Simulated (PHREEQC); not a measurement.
1 kg of water holding 0.036 mol K2SO4 and 0.062 mol KCl is evaporated at 30 °C; the solids stay in contact with the brine. No CO2 enters from the air. The run lets Arcanite, Misenite, Sylvite precipitate or redissolve, and no other solid.

The numbers come from PHREEQC with the Pitzer model, pitzer.dat.

```csv
water left (kg),ionic strength,water activity,Sylvite (mol),Arcanite (mol),Cl in solution (mol/kgw),K in solution (mol/kgw)
1,0.170,0.996,0,0,0.0620,0.134
0.8219,0.207,0.996,0,0,0.0754,0.163
0.5552,0.306,0.994,0,0,0.112,0.241
0.4563,0.373,0.992,0,0,0.136,0.294
0.375,0.453,0.991,0,0,0.165,0.357
0.3082,0.552,0.989,0,0,0.201,0.435
0.2082,0.816,0.984,0,0,0.298,0.644
0.1711,0.993,0.981,0,0,0.362,0.783
0.1407,1.21,0.977,0,0,0.441,0.953
0.09502,1.79,0.966,0,0,0.652,1.41
0.07809,2.09,0.960,0,0.00227,0.794,1.66
0.06418,2.15,0.956,0,0.0108,0.966,1.75
0.05275,2.23,0.950,0,0.0174,1.18,1.88
0.03564,2.54,0.935,0,0.0264,1.74,2.28
0.0293,2.80,0.924,0,0.0293,2.12,2.57
0.02407,3.14,0.911,0,0.0315,2.58,2.95
0.01627,4.17,0.871,0,0.0340,3.81,4.05
0.01337,4.91,0.844,0,0.0348,4.64,4.82
0.01099,5.19,0.834,0.00771,0.0351,4.94,5.10
0.00903,5.19,0.834,0.0174,0.0353,4.94,5.10
0.006093,5.19,0.834,0.0319,0.0355,4.94,5.10
0.005012,5.19,0.834,0.0372,0.0356,4.94,5.10
```

Arcanite from water left = 0.07809 kg; Sylvite from water left = 0.01099 kg.

Complexes and solids missing from the database can't appear.
